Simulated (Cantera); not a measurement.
Feed: 1 mol HCl, 2 mol H2, equilibrated at 1823.15 K and 173000 Torr.

Cantera equilibrium calculation (NASA polynomials, part measured and part estimated; ideal gas, pure solids and liquids). The ideal-gas law is rough above about 30 bar. Equilibrium is a limit: real reactors are often held back by kinetics, nucleation or transport.

Base state: H2 0.667, HCl 0.333, H 2.34e-5 (mole fractions); condensed: gas only.

Task: What changes in the equilibrium state with this change: HCl replaced by CS2?

Result: 
```tsv
species	before	after
H2S	0	0.599
H2	0.667	0.251
CS2	0	0.110
HCl	0.333	0
S2	0	0.0246
CH4	0	0.0104
SH	0	0.00365
CS	0	0.000330
C2H4	0	6.14e-5
C(graphite), mol	0	0.722
```
Further candidate phases: C, C6H6, C7H8, C8H18, S.
